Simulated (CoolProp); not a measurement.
Vapour-liquid equilibrium of C3F8 (R218) (1) + c-C4F8 (RC318) (2) at -29.65 °C; x and y are mole fractions of (1).

Model: multi-fluid Helmholtz-energy mixture model, Lemmon 2006 and Platzer 1990; pair parameters Bell 2016, in CoolProp. This equation is an older, rougher fit; its heat capacities, sound speeds and derivatives of the liquid may be far off and weren't checked against measurements.

```csv
x,"bubble pressure, mixture model (bar)","bubble pressure, Raoult's law (bar)","y, mixture model","y, Raoult's law"
0.05,0.3525,0.3908,(withheld),0.177
0.2,(withheld),0.5476,0.386,0.505
0.35,(withheld),0.7045,(withheld),0.688
0.5,(withheld),0.8613,0.804,0.803
0.65,0.9172,1.018,0.902,0.884
0.8,1.121,1.175,0.958,0.942
0.95,1.320,1.332,0.992,0.987
```

**Question.** What belongs in the gaps?

**Answer.** 
- 0.05, y, mixture model: 0.089
- 0.2, bubble pressure, mixture model (bar): 0.4268
- 0.35, bubble pressure, mixture model (bar): 0.5523
- 0.35, y, mixture model: 0.638
- 0.5, bubble pressure, mixture model (bar): 0.7214

The largest gap from Raoult's law is -22.1 % in bubble pressure, at x = 0.2. No azeotrope shows between x = 0.05 and 0.95.

The pair parameters rest on a limited set of measurements; away from them the model extrapolates.
